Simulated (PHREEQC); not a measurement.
Dissolve 0.0017 mol/kgw CuSO4, 0.0099 mol/kgw MgSO4, 0.0012 mol/kgw H2SO4 and 0.28 mol/kgw Na2SO4 at 25 °C. Closed to the air; pH follows from the charge balance.

All values are PHREEQC results (ion-association model, wateq4f.dat), not measurements.

Precipitation was switched off in this run.

Predict the pH, activity of water.

pH 3.44; activity of water 0.987.

In which forms is Na present?

Na+ 84 %, NaSO4- 16 % of the Na.
